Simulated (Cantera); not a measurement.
Thermodynamics of silicon carbide growth, feed CH₃SiCl₃ + C₃H₈ + H₂ + C₂H₂

Feed: 1 mol CH₃SiCl₃, 0.0055 mol C₃H₈, 460 mol H₂, 0.041 mol C₂H₂, at 1330 Pa.

Cantera equilibrium calculation (NASA polynomials, part measured and part estimated; ideal gas, pure solids and liquids). Candidate condensed phases: C, C₆H₆, C₇H₈, C₈H₁₈, Si, SiC; 109 gas species. The feed counts by its element totals alone. The tables' values for SiCl are old estimates; treat these amounts as uncertain. Gases not in the tables: Si₂H₆ and higher silanes. The numbers say what is thermodynamically allowed, not how fast it happens.

At 1123 K the condensed part is SiC(s). From 1273 K to 1723 K the condensed part is C(graphite) + SiC(s). From 1873 K to 2023 K the condensed part is SiC(s). At 2173 K nothing is condensed. The main Si-bearing gas is SiCl₂ at 1123 K and Si at 2173 K.

```tsv
T (K)	log p H₂	log p H	log p HCl	log p Si	log p C₂H₂ (acetylene)	n SiC(s)	n C(graphite)
1123	-1.88	-8.31	-4.06	<-13	-10.05	1.000	0
1273	-1.88	-7.09	-4.06	-13.33	-8.31	1.000	0.0410
1423	-1.88	-6.12	-4.06	-11.09	-7.34	1.000	0.0724
1573	-1.88	-5.33	-4.06	-9.28	-6.56	0.999	0.0689
1723	-1.88	-4.68	-4.06	-7.79	-5.92	0.998	0.0109
1873	-1.88	-4.13	-4.07	-6.34	-5.77	0.977	0
2023	-1.89	-3.66	-4.07	-5.26	-5.34	0.767	0
2173	-1.90	-3.27	-4.09	-4.63	-4.85	0	0
```
log p: log10 of the partial pressure in bar; n: condensed amount in mol.
